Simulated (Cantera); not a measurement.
Feed: 1 mol Si3N4, 0.28 mol H2O, 960 mol H2, 0.36 mol CO2, at 0.000750 Torr.

Cantera equilibrium calculation (NASA polynomials, part measured and part estimated; ideal gas, pure solids and liquids). Candidate condensed phases: C, C6H6, C7H8, C8H18, H2O, Si, SiC, SiO2, Si2N2O, Si3N4; 151 gas species. Mutual solubility and eutectic melting of coexisting phases are not modelled. The numbers say what is thermodynamically allowed, not how fast it happens. All values below are at 777 °C.

Base state: H2 0.999, N2 0.000597 (mole fractions); condensed: SiC(s) + Si2N2O(s) + Si3N4(s).

**Question.** What changes in the equilibrium state with this change: pressure from 0.000750 Torr to 5.33 Torr?

**Answer.** 
| species | before | after |
|---|---|---|
| H2 | 0.999 | 0.999 |
| N2 | 0.000597 | 0.000464 |
| CH4 | <1e-9 | 0.000199 |
| SiC(s), mol | 0.360 | 0.169 |
| Si2N2O(s), mol | 1.000 | 1.000 |
| Si3N4(s), mol | 0.213 | 0.277 |

**Question.** What changes in the equilibrium state with this change: pressure from 0.000750 Torr to 2.85 Torr?

**Answer.** 
```json
[
 {"species": "H2", "before": "0.999", "after": "0.999"},
 {"species": "N2", "before": "0.000597", "after": "0.000545"},
 {"species": "CH4", "before": "<1e-9", "after": "7.82e-5"},
 {"species": "SiC(s), mol", "before": "0.360", "after": "0.285"},
 {"species": "Si2N2O(s), mol", "before": "1.000", "after": "1.000"},
 {"species": "Si3N4(s), mol", "before": "0.213", "after": "0.238"}
]
```
